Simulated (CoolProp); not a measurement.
Isohexane along the isobar 1480 kPa: Z from the reference equation and from simpler models built on Tc = 497.7 K, pc = 3043 kPa, ω = 0.280; each cubic takes its own stable root.

Model: reference Helmholtz-energy equation of state, Lemmon 2006, in CoolProp. It is a short technical equation, of lower accuracy than the large ones.

```
T (K)   phase  reference  van der Waals  Redlich-Kwong
-----  ------  ---------  -------------  -------------
216.8  liquid    0.09813         0.1638         0.1103
222.1  liquid    0.09639         0.1607         0.1083
227.3  liquid          ?         0.1578         0.1064
232.6  liquid    0.09321         0.1550         0.1046
237.9  liquid    0.09172              ?         0.1029
243.1  liquid    0.09033         0.1500         0.1013
248.4  liquid    0.08899         0.1476        0.09975
253.7  liquid    0.08771         0.1453        0.09830
258.9  liquid    0.08651         0.1432        0.09695
264.2  liquid    0.08535              ?        0.09565
269.5  liquid    0.08424         0.1392        0.09443
274.8  liquid    0.08319              ?        0.09327
280    liquid    0.08220         0.1357        0.09219
285.3  liquid    0.08125         0.1340        0.09116
290.6  liquid    0.08034              ?        0.09019
```

**Question.** What belongs in the gaps?

**Answer.** 
- 227.3, reference: 0.09478
- 237.9, van der Waals: 0.1524
- 264.2, van der Waals: 0.1412
- 274.8, van der Waals: 0.1374
- 290.6, van der Waals: 0.1325
